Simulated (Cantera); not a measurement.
Input (Python, Cantera) and output of one run.

```python
import numpy as np
import cantera as ct

gas_names = """
    C CH CH2 CH3 CH2OH CH3O CH4 CH3OH CN CO CO2 COOH C2 C2H CHCO,ketyl C2H2,acetylene C2H2,vinylidene
    CH2CO,ketene C2H3,vinyl CH3CN CH3CO,acetyl C2H4 C2H4O,ethylen CH3CHO,ethanal CH3COOH (HCOOH)2 C2H5
    C2H6 CH3OCH3 C2H5OH CCN CNC C2N2 C2O C3 C3H3,propargyl C3H4,allene C3H4,propyne C3H4,cyclo-
    C3H5,allyl C3H6,propylene C3H6,cyclo- C3H6O C3H7,n-propyl C3H7,i-propyl C3H8 C3H8O,1propanol
    C3H8O,2propanol C3O2 C4 C4H2 C4H4,1,3-cyclo- C4H6,butadiene C4H6,2-butyne C4H6,cyclo- C4H8,1-butene
    C4H8,cis2-buten C4H8,tr2-butene C4H8,isobutene C4H8,cyclo- (CH3COOH)2 C4H9,n-butyl C4H9,i-butyl
    C4H9,s-butyl C4H9,t-butyl C4H10,isobutane C4H10,n-butane C4N2 C5 C5H6,1,3cyclo- C5H8,cyclo-
    C5H10,1-pentene C5H10,cyclo- C5H11,pentyl C5H11,t-pentyl C5H12,n-pentane C5H12,i-pentane
    CH3C(CH3)2CH3 C6H2 C6H5,phenyl C6H5O,phenoxy C6H6 C6H5OH,phenol C6H10,cyclo- C6H12,1-hexene
    C6H12,cyclo- C6H13,n-hexyl C7H7,benzyl C7H8 C7H8O,cresol C7H14,1-heptene C7H15,n-heptyl
    C7H16,n-heptane C8H8,styrene C8H10,ethylbenz C8H16,1-octene C8H17,n-octyl C8H18,isooctane
    C8H18,n-octane C9H19,n-nonyl C10H8,naphthale C10H21,n-decyl C12H9,o-bipheny C12H10,bipheny H HCN HCO
    HCCN HNC HNCO HNO HNO2 HNO3 HO2 H2 HCHO,formaldehy HCOOH H2O H2O2 N NCO NH NH2 NH3 NH2OH NO NO2 NO3
    N2 N2H2 N2H4 N2O O OH O2 O3 Si SiC SiC2 SiC4H12 SiH SiH2 SiH3 SiH4 SiN SiO SiO2 Si2 Si2C Si2N Si3
""".split()
cond_names = """
    C(gr) C6H6(L) C7H8(L) C8H18(L),n-octa H2O(s) H2O(L) Si(cr) Si(L) SiC(b) SiO2(Lqz) SiO2(hqz) SiO2(L)
    Si2N2O(s) Si3N4(a)
""".split()


def load(file, names, dense=False):
    # The tables refer to 1 bar. Condensed volumes are neglected.
    table = {s.name: s for s in ct.Species.list_from_file(file)}
    out = []
    for n in names:
        d = dict(table[n].input_data)
        d["thermo"] = dict(d["thermo"], **{"reference-pressure": 1e5})
        if dense:
            d["equation-of-state"] = {"model": "constant-volume", "density": "1e6 g/cm^3"}
        out.append(ct.Species.from_dict(d))
    return out


gas = ct.Solution(thermo="ideal-gas", species=load("nasa_gas.yaml", gas_names))
cond = {s.name: ct.Solution(thermo="fixed-stoichiometry", species=[s], name=s.name)
        for s in load("nasa_condensed.yaml", cond_names, dense=True)}
atoms = {
    'SiC': {'Si': 1, 'C': 1},
    'H2O': {'H': 2, 'O': 1},
    'N2': {'N': 2},
}
top_T = {'C(gr)': 4500, 'SiC(b)': 3050, 'Si2N2O(s)': 2100, 'Si3N4(a)': 2400}  # K; cautious upper limits of use, not melting points


def equilibrate(T, P, feed):
    n = {}
    for name, mol in feed.items():
        for a, k in atoms[name].items():
            n[a] = n.get(a, 0.0) + k * mol
    gas.TPX = T, P, n
    mass = sum(n.values()) * gas.mean_molecular_weight
    gas.equilibrate("TP")
    valid = [c for c in cond.values() if c.min_temp <= T <= top_T.get(c.name, c.max_temp)]
    mix = ct.Mixture([(gas, mass / gas.mean_molecular_weight)] + [(c, 0.0) for c in valid])
    mix.T, mix.P = T, P
    mix.equilibrate("TP", solver="vcs", rtol=1e-11, max_steps=5000)
    return mix


results = []
T = 1000  # K
P = 1000  # Pa
for m in [0.2, 0.25, 0.31, 0.4, 0.5, 0.63, 0.79, 1, 1.3]:
    feed = {'SiC': 1, 'H2O': m, 'N2': 300}  # mol
    mix = equilibrate(T, P, feed)
    results.append((T, P, feed, dict(zip(mix.species_names, mix.species_moles))))

top = {s: max(r[3][s] / sum(r[3][g] for g in gas_names) for r in results) for s in gas_names}
cols = sorted((s for s in top if top[s] > 1e-06), key=lambda s: -top[s])[:7]
seen = [c for c in cond_names if any(r[3].get(c, 0) > 1e-12 for r in results)]
print("log10 of partial pressures in bar; condensed amounts in mol")
print(f"{'n(H2O)':>10s}" + "".join(f"{s[:9]:>10s}" for s in cols + seen))
for T, P, feed, n in results:
    ng = sum(n[g] for g in gas_names)
    print(f"{feed['H2O']:10.4g}" + "".join(f"{np.log10(max(n[s] / ng * P / 1e5, 1e-99)):10.3f}" for s in cols)
          + "".join(f"{n.get(c, 0):10.4g}" for c in seen))
```

Output:

```
log10 of partial pressures in bar; condensed amounts in mol
    n(H2O)        N2        H2        CO     C(gr) Si2N2O(s)  Si3N4(a)
       0.2    -2.000    -5.176   -10.452         1       0.2       0.2
      0.25    -2.000    -5.079   -10.452         1      0.25    0.1667
      0.31    -2.000    -4.985   -10.452    0.9999      0.31    0.1267
       0.4    -2.001    -4.875   -10.452    0.9999       0.4   0.06667
       0.5    -2.001    -4.778   -10.452    0.9999       0.5 7.064e-07
      0.63    -2.001    -4.678    -5.364    0.8699       0.5         0
      0.79    -2.002    -4.580    -5.016    0.7099       0.5         0
         1    -2.002    -4.479    -4.780    0.4999       0.5         0
       1.3    -2.003    -4.366    -4.576    0.1999       0.5         0
```

Method: chemical equilibrium by Gibbs-energy minimisation in Cantera with the NASA 1993 tables (ideal gas, pure condensed phases). N2 is the only nitrogen source here; it is nearly inert below about 1500 K, so the nitride shown seldom forms there in practice.
